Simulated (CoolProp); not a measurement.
Model: reference Helmholtz-energy equation of state, Penoncello 2003, in CoolProp.

Question: Give the vapour pressure (MPa), liquid cp (kJ/(kg K)), liquid viscosity (µPa s) of saturated CHF3 (R23) at 171.9 K.

Answer: 
```csv
T (K),p (MPa),liquid cp (kJ/(kg K)),liquid viscosity (µPa s)
171.9,0.0288,1.21,430
```

Viscosity comes from a separate model (Shan 2000).
